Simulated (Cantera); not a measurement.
Input (Python, Cantera) and output of one run.

```python
import numpy as np
import cantera as ct

gas_names = [...]  # 87 gases of nasa_gas.yaml made of C, H, Si
cond_names = """
    C(gr) C6H6(L) C7H8(L) C8H18(L),n-octa Si(cr) Si(L) SiC(b)
""".split()


# ... load() reads the species with a 1 bar reference pressure and builds the phases ...
atoms = {
    'SiH4': {'Si': 1, 'H': 4},
    'C2H2': {'C': 2, 'H': 2},
    'H2': {'H': 2},
}
top_T = {'C(gr)': 4500, 'SiC(b)': 3050}  # K; cautious upper limits of use, not melting points


# ... equilibrate(T, P, feed) seeds the gas with the atoms and calls Mixture.equilibrate('TP', solver="vcs", rtol=1e-11, max_steps=5000) ...
results = []
T = 2450  # K
P = 100000  # Pa
for m in [130, 260, 390, 520, 650, 780, 910]:
    feed = {'SiH4': 1, 'C2H2': 0.9, 'H2': m}  # mol
    mix = equilibrate(T, P, feed)
    results.append((T, P, feed, dict(zip(mix.species_names, mix.species_moles))))
    x = sorted(zip(gas.X, gas.species_names), reverse=True)
    print(f"T = {T:g} K  P = {P:g} Pa  n(H2) = {m:g} mol  gas = {mix.phase_moles(0):.4g} mol")
    print("   x: " + "  ".join(f"{s} {v:.3e}" for v, s in x if v > 0.001))
    print("   condensed (mol): " + ("  ".join(f"{mix.phase(i).name} {mix.phase_moles(i):.4g}"
          for i in range(1, mix.n_phases) if mix.phase_moles(i) > 1e-12) or "none"))
```

Output:

```
T = 2450 K  P = 100000 Pa  n(H2) = 130 mol  gas = 134.4 mol
   x: H2 9.745e-01  H 1.983e-02  C2H2,acetylene 3.707e-03  Si 1.043e-03
   condensed (mol): SiC(b) 0.7331
T = 2450 K  P = 100000 Pa  n(H2) = 260 mol  gas = 266 mol
   x: H2 9.753e-01  H 1.984e-02  C2H2,acetylene 2.469e-03  Si 1.278e-03
   condensed (mol): SiC(b) 0.362
T = 2450 K  P = 100000 Pa  n(H2) = 390 mol  gas = 397.5 mol
   x: H2 9.757e-01  H 1.984e-02  C2H2,acetylene 2.046e-03  Si 1.354e-03
   condensed (mol): none
T = 2450 K  P = 100000 Pa  n(H2) = 520 mol  gas = 528.8 mol
   x: H2 9.767e-01  H 1.985e-02  C2H2,acetylene 1.560e-03  Si 1.071e-03
   condensed (mol): none
T = 2450 K  P = 100000 Pa  n(H2) = 650 mol  gas = 660.1 mol
   x: H2 9.773e-01  H 1.986e-02  C2H2,acetylene 1.260e-03
   condensed (mol): none
T = 2450 K  P = 100000 Pa  n(H2) = 780 mol  gas = 791.4 mol
   x: H2 9.778e-01  H 1.987e-02  C2H2,acetylene 1.056e-03
   condensed (mol): none
T = 2450 K  P = 100000 Pa  n(H2) = 910 mol  gas = 922.7 mol
   x: H2 9.781e-01  H 1.987e-02
   condensed (mol): none
```

Method: chemical equilibrium by Gibbs-energy minimisation in Cantera with the NASA 1993 tables (ideal gas, pure condensed phases). Gases not in the tables: Si2H6 and higher silanes.
